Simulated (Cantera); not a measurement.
**Reactions in the system F-Mg-O**

Standard-state values (1 bar) from the NASA 1993 polynomials, evaluated with Cantera. Values are per mole of reaction as written; species without (g) are pure solids or liquids, kept so even where they would boil at 1 bar.

O3(g) + 3 MgF2 = 3 MgO + 6 F(g)

```
T (K)  ΔH° (kJ)  ΔS° (J/K)  ΔG° (kJ)  log10 K
-----  --------  ---------  --------  -------
1675     1707.9      497.3     875.0   -27.29
1775     1702.1      493.9     825.4   -24.29
1875     1696.3      490.7     776.2   -21.62
1975     1690.2      487.6     727.3   -19.23
2075     1684.1      484.6     678.7   -17.08
2175     1677.8      481.6     630.4   -15.14
2275     1671.5      478.7     582.4   -13.37
2375     1664.9      475.9     534.6   -11.76
```

3 MgO + 3 F2(g) = 3 MgF2 + O3(g)

```csv
T (K),ΔH° (kJ),ΔS° (J/K),ΔG° (kJ),log10 K
1675,-1205.0,-112.0,-1017.4,31.73
1775,-1198.2,-108.1,-1006.4,29.61
1875,-1191.5,-104.4,-995.7,27.74
1975,-1184.5,-100.8,-985.5,26.06
2075,-1177.5,-97.3,-975.6,24.56
2175,-1170.4,-94.0,-966.0,23.20
2275,-1163.2,-90.7,-956.8,21.97
2375,-1155.8,-87.5,-947.8,20.85
```
